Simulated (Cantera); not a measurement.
An isothermal plug-flow reactor at 475 K and 3.00 bar (inlet), inlet velocity 4.6 m/s, active area per volume 770 1/m; feed H2 : O2 : N2 = 0.0021 : 0.097 : 0.79 (molar parts), equivalence ratio 0.011.

Computed with Cantera and Deutschmann's 1995 Pt surface mechanism with GRI-Mech 3.0 gas chemistry. Catalytic surfaces can have several steady states; this one follows from the mechanism file's or the stated starting coverage. Mass transfer to the wall is taken as infinitely fast.

Problem. What does this change do: O2 0.097 to 0.18 parts?

Solution. 
```json
[
 {"quantity": "x(H2) at z = 0.0053 m", "before": "0.00138", "after": "0.00156"},
 {"quantity": "x(O2) at z = 0.0053 m", "before": "0.109", "after": "0.185"},
 {"quantity": "x(H2O) at z = 0.0053 m", "before": "0.000988", "after": "0.000602"},
 {"quantity": "θ(free Pt) at the exit", "before": "0.0179", "after": "0.0120"},
 {"quantity": "θ(O*) at the exit", "before": "0.966", "after": "0.977"},
 {"quantity": "θ(OH*) at the exit", "before": "0.0157", "after": "0.0113"}
]
```
